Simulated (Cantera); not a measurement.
An isothermal, constant-pressure homogeneous reactor starts with H2 : O2 : N2 = 0.17 : 1 : 0.052 (molar parts), equivalence ratio 0.085, at 1223 K and 2800 Pa.

Computed with Cantera and GRI-Mech 3.0 (53 species, 325 reactions). Radical loss at walls, strong at low pressure, is not modelled. The temperature is held fixed by assumption; the heat of reaction is taken as removed at once.

x: mole fraction; the columns are a selection and need not sum to one.

```json
[
 {"t (s)": "4.00e-6", "x H2": "0.139", "x O2": "0.818", "x H": "1.25e-9", "x H2O": "1.37e-11", "x HO2": "___", "x O": "1.13e-10", "x H2O2": "<1e-12"},
 {"t (s)": "1.49e-5", "x H2": "0.139", "x O2": "0.818", "x H": "4.23e-9", "x H2O": "5.54e-10", "x HO2": "___", "x O": "1.32e-9", "x H2O2": "1.07e-12"},
 {"t (s)": "5.52e-5", "x H2": "0.139", "x O2": "0.818", "x H": "2.20e-8", "x H2O": "1.94e-8", "x HO2": "___", "x O": "1.59e-8", "x H2O2": "1.48e-11"},
 {"t (s)": "0.000205", "x H2": "0.139", "x O2": "0.818", "x H": "1.58e-6", "x H2O": "2.90e-6", "x HO2": "___", "x O": "1.38e-6", "x H2O2": "2.13e-10"},
 {"t (s)": "0.000761", "x H2": "0.0131", "x O2": "0.741", "x H": "0.0428", "x H2O": "0.0997", "x HO2": "1.34e-5", "x O": "0.0502", "x H2O2": "6.93e-7"},
 {"t (s)": "0.00283", "x H2": "0.00359", "x O2": "0.761", "x H": "0.0190", "x H2O": "0.127", "x HO2": "1.37e-5", "x O": "0.0382", "x H2O2": "4.96e-7"},
 {"t (s)": "0.0105", "x H2": "0.000813", "x O2": "0.795", "x H": "0.00182", "x H2O": "0.145", "x HO2": "___", "x O": "0.00806", "x H2O2": "4.69e-7"},
 {"t (s)": "0.0390", "x H2": "6.43e-5", "x O2": "0.804", "x H": "4.02e-5", "x H2O": "0.149", "x HO2": "___", "x O": "0.000637", "x H2O2": "1.91e-7"},
 {"t (s)": "0.145", "x H2": "5.90e-6", "x O2": "0.805", "x H": "1.17e-6", "x H2O": "0.149", "x HO2": "___", "x O": "6.01e-5", "x H2O2": "5.26e-8"},
 {"t (s)": "0.538", "x H2": "8.48e-7", "x O2": "0.805", "x H": "6.64e-8", "x H2O": "0.149", "x HO2": "___", "x O": "8.89e-6", "x H2O2": "1.41e-8"},
 {"t (s)": "2.00", "x H2": "1.65e-7", "x O2": "0.805", "x H": "5.86e-9", "x H2O": "0.149", "x HO2": "___", "x O": "1.76e-6", "x H2O2": "3.84e-9"}
]
```

Question: Complete the blanks.

Answer: 
- 4.00e-6, x HO2: 1.35e-9
- 1.49e-5, x HO2: 5.01e-9
- 5.52e-5, x HO2: 1.87e-8
- 0.000205, x HO2: 8.11e-8
- 0.0105, x HO2: 9.93e-6
- 0.0390, x HO2: 2.55e-6
- 0.145, x HO2: 3.78e-7
- 0.538, x HO2: 6.87e-8
- 2.00, x HO2: 2.18e-8
